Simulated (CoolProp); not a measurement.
Saturation properties of toluene (Tc = 591.7 K, pc = 4126 kPa, ω = 0.266).

Computed with CoolProp (reference Helmholtz-energy equation of state, Lemmon 2006). It is a short technical equation, of lower accuracy than the large ones.

```json
[
 {"T (K)": "279.6", "p (kPa)": "1.350", "vapour Z": "0.9983", "surface tension (mN/m)": "…", "vapour viscosity (µPa s)": "6.57", "liquid conductivity (mW/(m K))": "135"},
 {"T (K)": "290.1", "p (kPa)": "2.472", "vapour Z": "0.9973", "surface tension (mN/m)": "28.9", "vapour viscosity (µPa s)": "6.80", "liquid conductivity (mW/(m K))": "133"},
 {"T (K)": "300.7", "p (kPa)": "4.329", "vapour Z": "0.9959", "surface tension (mN/m)": "27.6", "vapour viscosity (µPa s)": "7.03", "liquid conductivity (mW/(m K))": "130"},
 {"T (K)": "311.2", "p (kPa)": "7.211", "vapour Z": "…", "surface tension (mN/m)": "26.3", "vapour viscosity (µPa s)": "7.25", "liquid conductivity (mW/(m K))": "127"},
 {"T (K)": "321.8", "p (kPa)": "11.60", "vapour Z": "0.9915", "surface tension (mN/m)": "25.0", "vapour viscosity (µPa s)": "7.48", "liquid conductivity (mW/(m K))": "…"},
 {"T (K)": "332.3", "p (kPa)": "17.92", "vapour Z": "0.9883", "surface tension (mN/m)": "…", "vapour viscosity (µPa s)": "7.71", "liquid conductivity (mW/(m K))": "121"},
 {"T (K)": "342.8", "p (kPa)": "26.84", "vapour Z": "0.9843", "surface tension (mN/m)": "22.6", "vapour viscosity (µPa s)": "…", "liquid conductivity (mW/(m K))": "118"},
 {"T (K)": "353.4", "p (kPa)": "39.20", "vapour Z": "…", "surface tension (mN/m)": "21.3", "vapour viscosity (µPa s)": "8.16", "liquid conductivity (mW/(m K))": "…"},
 {"T (K)": "363.9", "p (kPa)": "55.62", "vapour Z": "0.9735", "surface tension (mN/m)": "20.1", "vapour viscosity (µPa s)": "8.38", "liquid conductivity (mW/(m K))": "112"},
 {"T (K)": "374.5", "p (kPa)": "77.34", "vapour Z": "0.9665", "surface tension (mN/m)": "18.9", "vapour viscosity (µPa s)": "8.60", "liquid conductivity (mW/(m K))": "110"},
 {"T (K)": "385", "p (kPa)": "105.0", "vapour Z": "0.9585", "surface tension (mN/m)": "17.7", "vapour viscosity (µPa s)": "8.83", "liquid conductivity (mW/(m K))": "107"},
 {"T (K)": "395.6", "p (kPa)": "140.2", "vapour Z": "0.9491", "surface tension (mN/m)": "…", "vapour viscosity (µPa s)": "9.05", "liquid conductivity (mW/(m K))": "104"}
]
```

Task: What belongs in the gaps?

Result: 
- 279.6, surface tension (mN/m): 30.2
- 311.2, vapour Z: 0.9940
- 321.8, liquid conductivity (mW/(m K)): 124
- 332.3, surface tension (mN/m): 23.8
- 342.8, vapour viscosity (µPa s): 7.93
- 353.4, vapour Z: 0.9793
- 353.4, liquid conductivity (mW/(m K)): 115
- 395.6, surface tension (mN/m): 16.6

It boils at 383.7 K under 1 atm.

Viscosity comes from a separate model (Avgeri 2015). Thermal conductivity comes from a separate model (Assael 2012). Surface tension comes from a separate correlation (Mulero 2012).
